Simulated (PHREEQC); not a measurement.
**Spent oxide etchant: an equilibrium model**

Consider water at 25 °C with 0.013 mol/kgw NH4HF2, 0.014 mol/kgw H2SiF6 and 0.013 mol/kgw H2SO4. Closed to the air; pH follows from the charge balance.

Model: ion-association model, phreeqc.dat, run in PHREEQC.

Each row changes one thing in this solution. No solid was allowed to form.

```json
[
 {"case": "as made", "pH": "1.54", "ionic strength (mol/kgw)": "0.0660", "HF (mol/kgw)": "0.0251", "F- (mol/kgw)": "0.000744", "HF2- (mol/kgw)": "7.16e-5", "NH3 (mol/kgw)": "1.92e-10"},
 {"case": "diluted 2-fold with water", "pH": "1.80", "ionic strength (mol/kgw)": "0.0348", "HF (mol/kgw)": "…", "F- (mol/kgw)": "0.000631", "HF2- (mol/kgw)": "2.98e-5", "NH3 (mol/kgw)": "1.89e-10"},
 {"case": "H2SiF6 replaced by NaF at the same molality", "pH": "2.42", "ionic strength (mol/kgw)": "0.0401", "HF (mol/kgw)": "0.0316", "F- (mol/kgw)": "…", "HF2- (mol/kgw)": "0.000816", "NH3 (mol/kgw)": "1.48e-9"},
 {"case": "H2SO4 left out", "pH": "1.85", "ionic strength (mol/kgw)": "0.0435", "HF (mol/kgw)": "0.0243", "F- (mol/kgw)": "0.00140", "HF2- (mol/kgw)": "0.000131", "NH3 (mol/kgw)": "4.19e-10"},
 {"case": "H2SO4 replaced by NH4HSO4 at the same molality", "pH": "1.71", "ionic strength (mol/kgw)": "…", "HF (mol/kgw)": "0.0247", "F- (mol/kgw)": "0.00109", "HF2- (mol/kgw)": "…", "NH3 (mol/kgw)": "5.64e-10"}
]
```

**Question.** Fill in the missing entries.

**Answer.** 
- diluted 2-fold with water, HF (mol/kgw): 0.0123
- H2SiF6 replaced by NaF at the same molality, F- (mol/kgw): 0.00673
- H2SO4 replaced by NH4HSO4 at the same molality, ionic strength (mol/kgw): 0.0684
- H2SO4 replaced by NH4HSO4 at the same molality, HF2- (mol/kgw): 0.000103

Species that the database lacks are ignored. SiF6-2 is the database's only silicon fluoride.
